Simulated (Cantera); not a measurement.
An isothermal, constant-pressure homogeneous reactor starts with 21.7 % NO, 78.3 % N₂, at 2050 K and 0.133 bar.

Detailed kinetics in Cantera: GRI-Mech 3.0 (53 species, 325 reactions).

Predict: x(NO) at 9.00 s; x(O₂) at 9.00 s; x(N₂) at 9.00 s; x(O) at 9.00 s; x(N₂O) at 9.00 s; x(NO₂) at 9.00 s.


- x(NO) at 9.00 s: 0.0157 (gas-phase equilibrium 0.00660)
- x(O₂) at 9.00 s: 0.100 (gas-phase equilibrium 0.105)
- x(N₂) at 9.00 s: 0.883 (gas-phase equilibrium 0.888)
- x(O) at 9.00 s: 0.000851 (gas-phase equilibrium 0.000868)
- x(N₂O) at 9.00 s: 2.16e-7 (gas-phase equilibrium 1.43e-7)
- x(NO₂) at 9.00 s: 6.27e-6 (gas-phase equilibrium 2.70e-6)
